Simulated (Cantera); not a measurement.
Input (Python, Cantera):

```python
import numpy as np
import cantera as ct

gas = ct.Solution("gri30.yaml")
gas.TPX = 1275, 101325, {'CH2O': 0.005, 'O2': 0.04, 'N2': 1}
reactor = ct.IdealGasConstPressureReactor(gas, energy="off", clone=False)
net = ct.ReactorNet([reactor])
net.rtol, net.atol = 1e-08, 1e-18
show = ['CH2O', 'O2', 'C2H', 'HCO', 'C2H4', 'OH']
times = np.geomspace(3e-05, 100, 12)

steps = ct.SolutionArray(gas, extra=["t"])
rows = []
print(f"{'t/s':>10s}{'T/K':>9s}{'P/Pa':>11s}" + "".join(f"{s:>11s}" for s in show))
for t in times:
    while net.time < t:
        t_next = net.step()
        steps.append(gas.state, t=t_next)
    rows.append([np.interp(t, steps.t, y) for y in (steps.T, steps.P, *steps(*show).X.T)])
    print(f"{t:10.3e}{rows[-1][0]:9.1f}{rows[-1][1]:11.4g}" + "".join(f"{x:11.3e}" for x in rows[-1][2:]))
rate = np.gradient(steps.T, steps.t)
print("integrator steps:", len(steps.t))
if steps.T.max() > steps.T[0] + 200:
    print(f"time of steepest temperature rise: {steps.t[rate.argmax()]:.4e} s")
gas.TPX = 1275, 101325, {'CH2O': 0.005, 'O2': 0.04, 'N2': 1}
gas.equilibrate("TP")
print(f"equilibrium (TP): T = {gas.T:.1f} K  " + "  ".join(f"{s} {gas[s].X[0]:.3e}" for s in show))
```

Result:

```
       t/s      T/K       P/Pa       CH2O         O2        C2H        HCO       C2H4         OH
 3.000e-05   1275.0  1.013e+05  4.783e-03  3.828e-02  4.238e-33  8.289e-09  2.134e-26  5.877e-09
 1.175e-04   1275.0  1.013e+05  4.777e-03  3.827e-02  2.349e-31  1.972e-08  4.778e-24  3.791e-08
 4.604e-04   1275.0  1.013e+05  4.600e-03  3.815e-02  2.861e-27  2.068e-07  6.114e-20  7.606e-07
 1.803e-03   1275.0  1.013e+05  2.562e-04  3.618e-02  1.514e-22  2.104e-07  8.196e-17  1.715e-05
 7.064e-03   1275.0  1.013e+05  4.438e-14  3.398e-02  1.454e-31  1.773e-11 -4.360e-23  6.670e-05
 2.767e-02   1275.0  1.013e+05  1.634e-16  3.354e-02  1.642e-34  8.089e-14  2.090e-31  2.376e-05
 1.084e-01   1275.0  1.013e+05 -8.680e-18  3.349e-02  1.707e-35  1.296e-16  1.629e-28  7.157e-06
 4.247e-01   1275.0  1.013e+05  1.175e-18  3.349e-02 -8.849e-37  1.949e-19 -1.129e-28  2.334e-06
 1.664e+00   1275.0  1.013e+05 -8.654e-21  3.349e-02  5.166e-38  7.803e-22 -7.590e-35  1.264e-06
 6.517e+00   1275.0  1.013e+05  1.300e-23  3.349e-02  3.393e-38  3.153e-22 -6.530e-36  1.081e-06
 2.553e+01   1275.0  1.013e+05  1.662e-24  3.349e-02  2.964e-38  3.140e-22  4.455e-41  1.080e-06
 1.000e+02   1275.0  1.013e+05  1.662e-24  3.349e-02  1.764e-38  3.140e-22  2.561e-41  1.080e-06
integrator steps: 2042
equilibrium (TP): T = 1275.0 K  CH2O 1.665e-24  O2 3.342e-02  C2H 2.794e-55  HCO 3.145e-22  C2H4 2.320e-58  OH 1.079e-06
```

Detailed kinetics in Cantera: GRI-Mech 3.0 (53 species, 325 reactions).
